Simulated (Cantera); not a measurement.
**Equilibrium for halide evaporation, hydrolysis and transport: BaF2 + H2**

A closed system holds: 1 mol BaF2, 0.76 mol H2, at 13300 Pa.

These are equilibrium values from Cantera (NASA tables, ideal gas, pure condensed phases), not measurements of a reactor. Candidate condensed phases: Ba, BaF2; 14 gas species. Rates play no part.

From 698 K to 1598 K the condensed part is BaF2(s). From 1748 K to 2048 K the condensed part is BaF2(l).

```json
[
 {"T (K)": "698", "x H2": "1.00", "x BaF2": "<1e-12", "x HF": "<1e-12", "x BaF": "<1e-12", "x H": "<1e-12", "x Ba": "9.64e-11", "x F": "<1e-12", "n BaF2(s)": "1.00", "n BaF2(l)": "0"},
 {"T (K)": "848", "x H2": "1.00", "x BaF2": "<1e-12", "x HF": "1.47e-10", "x BaF": "<1e-12", "x H": "5.21e-11", "x Ba": "<1e-12", "x F": "<1e-12", "n BaF2(s)": "1.00", "n BaF2(l)": "0"},
 {"T (K)": "998", "x H2": "1.00", "x BaF2": "6.47e-11", "x HF": "1.07e-9", "x BaF": "8.49e-10", "x H": "5.89e-9", "x Ba": "1.10e-10", "x F": "<1e-12", "n BaF2(s)": "1.00", "n BaF2(l)": "0"},
 {"T (K)": "1148", "x H2": "1.00", "x BaF2": "2.72e-8", "x HF": "1.03e-7", "x BaF": "9.37e-8", "x H": "1.96e-7", "x Ba": "4.57e-9", "x F": "<1e-12", "n BaF2(s)": "1.00", "n BaF2(l)": "0"},
 {"T (K)": "1298", "x H2": "1.000", "x BaF2": "2.54e-6", "x HF": "3.34e-6", "x BaF": "3.19e-6", "x H": "2.93e-6", "x Ba": "7.51e-8", "x F": "<1e-12", "n BaF2(s)": "1.000", "n BaF2(l)": "0"},
 {"T (K)": "1448", "x H2": "1.000", "x BaF2": "8.34e-5", "x HF": "5.04e-5", "x BaF": "4.90e-5", "x H": "2.52e-5", "x Ba": "6.76e-7", "x F": "<1e-12", "n BaF2(s)": "1.000", "n BaF2(l)": "0"},
 {"T (K)": "1598", "x H2": "0.998", "x BaF2": "0.00131", "x HF": "0.000438", "x BaF": "0.000430", "x H": "0.000146", "x Ba": "4.00e-6", "x F": "3.41e-12", "n BaF2(s)": "0.999", "n BaF2(l)": "0"},
 {"T (K)": "1748", "x H2": "0.984", "x BaF2": "0.0110", "x HF": "0.00242", "x BaF": "0.00239", "x H": "0.000621", "x Ba": "1.73e-5", "x F": "1.95e-10", "n BaF2(s)": "0", "n BaF2(l)": "0.990"},
 {"T (K)": "1898", "x H2": "0.918", "x BaF2": "0.0610", "x HF": "0.00971", "x BaF": "0.00959", "x H": "0.00205", "x Ba": "5.78e-5", "x F": "5.76e-9", "n BaF2(s)": "0", "n BaF2(l)": "0.942"},
 {"T (K)": "2048", "x H2": "0.680", "x BaF2": "0.256", "x HF": "0.0294", "x BaF": "0.0291", "x H": "0.00506", "x Ba": "0.000144", "x F": "1.09e-7", "n BaF2(s)": "0", "n BaF2(l)": "0.689"}
]
```
x: gas mole fraction; n: condensed amount in mol.
